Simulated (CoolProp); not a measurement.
Vapour-liquid equilibrium of carbon dioxide (1) + CH3F (R41) (2) at 2.33 MPa; x and y are mole fractions of (1).

Model: multi-fluid Helmholtz-energy mixture model, Span 1996 and Lemmon 2006; pair parameters Bell 2016, in CoolProp.

Task: Give the bubble temperature and the first vapour's composition at x = 0.2, 0.5, 0.65. Is there an azeotrope?

Result: x = 0.2: 273.6 K, y = 0.260; x = 0.5: 267.7 K, y = 0.588; x = 0.65: 265.0 K, y = 0.730. No azeotrope shows between x = 0.05 and 0.95.

The pair parameters rest on a limited set of measurements; away from them the model extrapolates.
